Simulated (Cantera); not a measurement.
A Cantera script and what it prints.

```python
import numpy as np
import cantera as ct

gas_names = """
    H HNO HNO2 HNO3 HO2 H2 H2O H2O2 N NH NH2 NH3 NH2OH NO NO2 NO3 N2 N2H2 N2H4 N2O O OH O2 O3 Pb PbO Pb2
""".split()
cond_names = """
    H2O(s) H2O(L) Pb(cr) Pb(L) PbO(rd) PbO(yw) PbO(L) PbO2(s) Pb3O4(s)
""".split()


# ... load() reads the species with a 1 bar reference pressure and builds the phases ...
atoms = {
    'PbO': {'Pb': 1, 'O': 1},
    'O2': {'O': 2},
    'N2': {'N': 2},
    'H2': {'H': 2},
}
top_T = {'Pb3O4(s)': 820}  # K; cautious upper limits of use, not melting points


# ... equilibrate(T, P, feed) seeds the gas with the atoms and calls Mixture.equilibrate('TP', solver="vcs", rtol=1e-11, max_steps=5000) ...
results = []
feed = {'PbO': 1, 'O2': 0.011, 'N2': 1.7, 'H2': 3.8}  # mol
P = 100  # Pa
for T in [600, 650, 700, 750, 800, 850, 900, 950, 1000, 1050, 1100, 1150, 1200]:
    mix = equilibrate(T, P, feed)
    results.append((T, P, feed, dict(zip(mix.species_names, mix.species_moles))))

top = {s: max(r[3][s] / sum(r[3][g] for g in gas_names) for r in results) for s in gas_names}
cols = sorted((s for s in top if top[s] > 0.0001), key=lambda s: -top[s])[:8]
seen = [c for c in cond_names if any(r[3].get(c, 0) > 1e-12 for r in results)]
print("log10 of partial pressures in bar; condensed amounts in mol")
print(f"{'T/K':>10s}" + "".join(f"{s[:9]:>10s}" for s in cols + seen))
for T, P, feed, n in results:
    ng = sum(n[g] for g in gas_names)
    print(f"{T:10.4g}" + "".join(f"{np.log10(max(n[s] / ng * P / 1e5, 1e-99)):10.3f}" for s in cols)
          + "".join(f"{n.get(c, 0):10.4g}" for c in seen))
```

Output:

```
log10 of partial pressures in bar; condensed amounts in mol
       T/K        H2        N2       H2O        Pb    Pb(cr)     Pb(L)
       600    -3.297    -3.510    -3.731   -11.287         1         0
       650    -3.297    -3.510    -3.731   -10.029         0         1
       700    -3.297    -3.510    -3.731    -8.953         0         1
       750    -3.297    -3.510    -3.731    -8.023         0    0.9999
       800    -3.297    -3.510    -3.731    -7.212         0    0.9997
       850    -3.297    -3.510    -3.731    -6.497         0    0.9982
       900    -3.297    -3.511    -3.732    -5.864         0    0.9925
       950    -3.299    -3.512    -3.733    -5.298         0    0.9722
      1000    -3.304    -3.517    -3.738    -4.791         0    0.9095
      1050    -3.317    -3.531    -3.752    -4.332         0    0.7316
      1100    -3.353    -3.566    -3.787    -3.917         0    0.2417
      1150    -3.369    -3.582    -3.803    -3.813         0         0
      1200    -3.369    -3.582    -3.803    -3.813         0         0
```

These are equilibrium values from Cantera (NASA tables, ideal gas, pure condensed phases), not measurements of a reactor.
